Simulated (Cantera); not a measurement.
A closed system holds: 1 mol C2H6, 2.3 mol H2O, 3.1 mol H2, 1.3 mol O2, equilibrated at 1125 K and 1 atm.

These are equilibrium values from Cantera (NASA tables, ideal gas, pure condensed phases), not measurements of a reactor. Candidate condensed phases: C, C6H6, C7H8, C8H18, H2O; 110 gas species. Rates play no part.

### Question
What is the equilibrium state?

### Answer
- x(H2): 0.579
- x(H2O): 0.228
- x(CO): 0.141
- x(CO2): 0.0507
- x(CH4): 0.000229
- gas amount: 10.40 mol
- log10 activity of C(graphite) (absent): -1.63
